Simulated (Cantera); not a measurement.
An isothermal, constant-pressure homogeneous reactor starts with CH₄ : H₂ = 1 : 25 (molar parts), at 1850 K and 4.28 Torr.

Detailed kinetics in Cantera: GRI-Mech 3.0 (53 species, 325 reactions). GRI-Mech 3.0 stops at C3 and has no aromatics, soot or wall deposition, so with more carbon than oxygen in the feed, carbon stays in small species such as C2H2 where larger ones or solid carbon would form. Radical loss at walls, strong at low pressure, is not modelled.

One state of this run: x CH₄ = 3.01e-5; x H₂ = 0.974; x CH₃ = 4.39e-6; x H = 0.00709; x C₂H = 1.44e-6; x C₂H₂ = 0.0184; x C₂H₄ = 1.70e-6. x: mole fraction; the columns are a selection and need not sum to one.

**Question.** Which value of t (s) does it belong to?
(A) 0.00240
(B) 0.000408
(C) 100
(D) 0.490

**Answer.** C, 100
